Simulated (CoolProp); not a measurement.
The numbers come from the reference Helmholtz-energy equation of state, Thol 2017 in CoolProp.

Problem. For octamethyltrisiloxane (MDM), give the phase and the cv (kJ/(kg K)), isothermal compressibility (1/MPa) at 479.4 K and 1.12 MPa.

Solution. 
- 479.4 K and 1.12 MPa: liquid; cv 1.92, isothermal compressibility 0.0146
